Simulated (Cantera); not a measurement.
Input (Python, Cantera):

```python
import numpy as np
import cantera as ct

surf = ct.Interface("diamond.yaml", "diamond_100")
gas, bulk = surf.adjacent["gas"], surf.adjacent["diamond"]
k = surf.kinetics_species_index(bulk.species_names[0])
cover = ["c6HH", "c6H*", "c6*H", "c6**", "c6HM", "c6B"]

rows, drift = [], 0.0
print(f"{'T':>10s}{'um/h':>11s}" + "".join(f"{s:>11s}" for s in cover))
for v in [925, 1000, 1075, 1150, 1225, 1300, 1375]:
    T, P, xH, xCH3 = v, 2000, 0.002, 4.1e-05
    gas.TPX = T, P, {"H": xH, "CH3": xCH3, "CH4": 0.017, "H2": 1 - xH - xCH3 - 0.017}
    surf.TP = bulk.TP = T, P
    surf.coverages = "c6H*:0.1, c6HH:0.9"
    surf.advance_coverages(100.0)
    before = surf.coverages
    surf.advance_coverages(100.0)
    drift = max(drift, np.max(np.abs(surf.coverages - before) / (surf.coverages + 1e-9)))
    rate = surf.net_production_rates[k] * bulk.mean_molecular_weight / bulk.density * 3.6e9
    rows.append([rate, *surf[cover].coverages])
    print(f"{v:10.4g}{rate:11.4e}" + "".join(f"{x:11.3e}" for x in rows[-1][1:]))
```

Result:

```
         T       um/h       c6HH       c6H*       c6*H       c6**       c6HM        c6B
       925 2.8128e-01  6.558e-01  1.199e-02  3.083e-01  5.250e-03  1.461e-02  7.633e-10
      1000 3.4411e-01  5.913e-01  1.804e-02  3.692e-01  9.282e-03  8.810e-03  9.338e-10
      1075 2.5518e-01  5.330e-01  2.509e-02  4.220e-01  1.480e-02  3.410e-03  6.924e-10
      1150 1.3136e-01  4.809e-01  3.269e-02  4.634e-01  2.153e-02  8.103e-04  3.565e-10
      1225 9.2026e-02  4.367e-01  4.044e-02  4.934e-01  2.891e-02  1.672e-04  2.497e-10
      1300 9.0131e-02  4.016e-01  4.808e-02  5.137e-01  3.633e-02  3.517e-05  2.446e-10
      1375 6.7887e-02  3.752e-01  5.541e-02  5.260e-01  4.318e-02  7.456e-06  1.842e-10
```

Detailed kinetics in Cantera: the Harris–Goodwin 1993 mechanism for the reconstructed diamond (100) surface.
